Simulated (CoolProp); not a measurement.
c-C4F8 (RC318) at several states: fugacity coefficient from the reference equation and from simpler models built on Tc = 388.4 K, pc = 27.78 bar, ω = 0.355; each cubic takes its own stable root.

Values from CoolProp's reference Helmholtz-energy equation of state, Platzer 1990. This equation is an older, rougher fit; its heat capacities, sound speeds and derivatives of the liquid may be far off and weren't checked against measurements.

```json
[
 {"T (K)": "342.3", "p (bar)": "22.7", "phase": "liquid", "reference": "0.3983", "van der Waals": "0.5804", "Redlich-Kwong": "?", "Soave-Redlich-Kwong": "?", "Peng-Robinson": "0.3901"},
 {"T (K)": "444.2", "p (bar)": "114", "phase": "supercritical", "reference": "0.4565", "van der Waals": "0.4423", "Redlich-Kwong": "?", "Soave-Redlich-Kwong": "?", "Peng-Robinson": "?"},
 {"T (K)": "457.6", "p (bar)": "55.1", "phase": "supercritical", "reference": "0.6775", "van der Waals": "0.6271", "Redlich-Kwong": "0.6367", "Soave-Redlich-Kwong": "0.6894", "Peng-Robinson": "0.6550"}
]
```

Task: What belongs in the gaps?

Result: 
- 342.3, Redlich-Kwong: 0.4745
- 342.3, Soave-Redlich-Kwong: 0.4034
- 444.2, Redlich-Kwong: 0.4292
- 444.2, Soave-Redlich-Kwong: 0.4837
- 444.2, Peng-Robinson: 0.4446
